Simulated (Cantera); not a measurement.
What does this Cantera script print?

```python
import numpy as np
import cantera as ct

gas_names = """
    C CO CO2 C2 C2O C3 C3O2 C4 C5 Fe FeC5O5 FeO O O2 O3
""".split()
cond_names = """
    C(gr) Fe(a) Fe(c) Fe(d) Fe(L) FeC5O5(L) FeO(s) FeO(L) Fe2O3(s) Fe3O4(s)
""".split()


# ... load() reads the species with a 1 bar reference pressure and builds the phases ...
atoms = {
    'Fe2O3': {'Fe': 2, 'O': 3},
    'CO': {'C': 1, 'O': 1},
}
top_T = {'C(gr)': 4500, 'Fe2O3(s)': 1830, 'Fe3O4(s)': 1870}  # K; cautious upper limits of use, not melting points


# ... equilibrate(T, P, feed) seeds the gas with the atoms and calls Mixture.equilibrate('TP', solver="vcs", rtol=1e-11, max_steps=5000) ...
results = []
feed = {'Fe2O3': 1, 'CO': 14}  # mol
T = 2123  # K
P = 25000  # Pa
mix = equilibrate(T, P, feed)
results.append((T, P, feed, dict(zip(mix.species_names, mix.species_moles))))
x = sorted(zip(gas.X, gas.species_names), reverse=True)
print(f"T = {T:g} K  P = {P:g} Pa  gas = {mix.phase_moles(0):.4g} mol")
print("   x: " + "  ".join(f"{s} {v:.3e}" for v, s in x if v > 0.0001))
print("   condensed (mol): " + ("  ".join(f"{mix.phase(i).name} {mix.phase_moles(i):.4g}"
      for i in range(1, mix.n_phases) if mix.phase_moles(i) > 1e-12) or "none"))
```

It prints:

```
T = 2123 K  P = 25000 Pa  gas = 14.08 mol
   x: CO 9.083e-01  CO2 8.625e-02  Fe 5.332e-03
   condensed (mol): Fe(L) 0.1391  FeO(L) 1.785
```

Equilibrium computed with Cantera from the NASA thermochemical tables; the gas is ideal and each condensed phase is pure. Each liquid is taken as pure. Mutual solubility and eutectic melting of coexisting phases are not modelled. The tables' stoichiometric FeO is somewhat more stable than real wüstite, so its field is too wide. FeO: taken at fixed stoichiometry.
